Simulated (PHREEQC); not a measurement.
City or well water

Synthetic water in mg/L, 20 °C, pH 7.06, pe 10.9:

```
constituent          mg/L
------------------  -----
Na                   51.7
K                   0.485
Ca                   35.7
Mg                   33.2
Cl                    105
S(6) as SO4          45.1
Alkalinity as HCO3    178
Pb                  0.318
Si as SiO2           3.66
```

Na is adjusted to close the charge balance.
Valence states are taken as typed.

The numbers come from PHREEQC with the ion-association model, wateq4f.dat.

| Property | Result |
|---|---|
| ionic strength | 0.00913 mol/kgw |

```json
[
 {"species": "Cl-", "molality": "0.00296", "activity": "0.00268", "log γ": "-0.043"},
 {"species": "HCO3-", "molality": "0.00286", "activity": "0.00260", "log γ": "-0.041"},
 {"species": "Na+", "molality": "0.00229", "activity": "0.00207", "log γ": "-0.042"},
 {"species": "Mg+2", "molality": "0.00129", "activity": "0.000885", "log γ": "-0.163"},
 {"species": "Ca+2", "molality": "0.000842", "activity": "0.000575", "log γ": "-0.166"},
 {"species": "CO2", "molality": "0.000544", "activity": "0.000545", "log γ": "0.001"},
 {"species": "SO4-2", "molality": "0.000390", "activity": "0.000265", "log γ": "-0.167"},
 {"species": "H4SiO4", "molality": "6.09e-5", "activity": "6.10e-5", "log γ": "0.001"},
 {"species": "MgSO4", "molality": "4.81e-5", "activity": "4.82e-5", "log γ": "0.001"},
 {"species": "MgHCO3+", "molality": "2.91e-5", "activity": "2.64e-5", "log γ": "-0.043"},
 {"species": "CaSO4", "molality": "2.89e-5", "activity": "2.90e-5", "log γ": "0.001"},
 {"species": "CaHCO3+", "molality": "1.92e-5", "activity": "1.75e-5", "log γ": "-0.041"},
 {"species": "K+", "molality": "1.24e-5", "activity": "1.12e-5", "log γ": "-0.043"}
]
```

No solid was allowed to form. Saturation is exceeded, for instance for Cerrusite; the values hold only as long as no solid forms.
